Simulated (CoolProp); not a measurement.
Model: reference Helmholtz-energy equation of state, Wagner 2002, in CoolProp.

Question: Give the vapour pressure (bar), liquid cp (kJ/(kg K)), vapour Z of saturated water at 57.85, 81.15, 268.15 °C.

Answer: 
| T (°C) | p (bar) | liquid cp (kJ/(kg K)) | vapour Z |
|---|---|---|---|
| 57.85 | 0.180 | 4.18 | 0.995 |
| 81.15 | 0.497 | 4.20 | 0.990 |
| 268.15 | 53.5 | 5.10 | 0.786 |
